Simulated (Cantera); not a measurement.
**Si3N4 + HF + H2 (nitride etching)**

Feed: 1 mol Si3N4, a varied amount of HF, 22 mol H2, held at 998.15 K and 1330 Pa.

Cantera equilibrium calculation (NASA polynomials, part measured and part estimated; ideal gas, pure solids and liquids). Candidate condensed phases: Si, Si3N4; 37 gas species. The tables' values for SiF3 are old estimates; treat these amounts as uncertain. Rates play no part.

From 3.4 mol HF to 9.2 mol HF the condensed part is Si3N4(s). From 15 mol HF to 50 mol HF nothing is condensed. The main Si-bearing gas is SiF4 throughout.

```
n(HF) (mol)   x H2      x HF  x SiF4    x N2   x SiHF3   x SiF3  n Si3N4(s)
-----------  -----  --------  ------  ------  --------  -------  ----------
3.4          0.943  0.000418  0.0336  0.0225  0.000159  8.59e-6       0.717
9.2          0.874  0.000563  0.0752  0.0503  0.000245  1.38e-5       0.234
15           0.778    0.0833  0.0833  0.0556   1.63e-6  9.71e-8           0
21           0.667     0.214  0.0714  0.0476   4.65e-7  3.00e-8           0
27           0.583     0.312  0.0625  0.0417   2.44e-7  1.68e-8           0
33           0.519     0.389  0.0556  0.0370   1.55e-7  1.13e-8           0
38           0.475     0.441  0.0508  0.0339   1.15e-7  8.75e-9           0
44           0.431     0.492  0.0462  0.0308   8.46e-8  6.77e-9           0
50           0.394     0.535  0.0423  0.0282   6.52e-8  5.46e-9           0
```
x: gas mole fraction; n: condensed amount in mol.
